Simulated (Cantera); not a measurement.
A closed system holds: 1 mol SiH2Cl2, 36 mol N2, at 26.0 mbar.

These are equilibrium values from Cantera (NASA tables, ideal gas, pure condensed phases), not measurements of a reactor. Candidate condensed phases: NH4Cl, Si, Si3N4; 28 gas species. N2 is the only nitrogen source here; it is nearly inert below about 1500 K, so the nitride shown seldom forms there in practice. The numbers say what is thermodynamically allowed, not how fast it happens.

Question: What share of the Si ends up in condensed phases as a function of T (K), at 948, 1023, 1098, 1173, 1248, 1323, 1398, 1473, 1548, 1623, 1698, 1773?

Answer: 
```tsv
T (K)	Si condensed (%)	as
948	85.4	Si3N4(s)
1023	86.3	Si3N4(s)
1098	87.1	Si3N4(s)
1173	87.5	Si3N4(s)
1248	87.5	Si3N4(s)
1323	86.0	Si3N4(s)
1398	81.5	Si3N4(s)
1473	73.2	Si3N4(s)
1548	62.3	Si3N4(s)
1623	50.9	Si3N4(s)
1698	40.5	Si3N4(s)
1773	31.5	Si3N4(s)
```
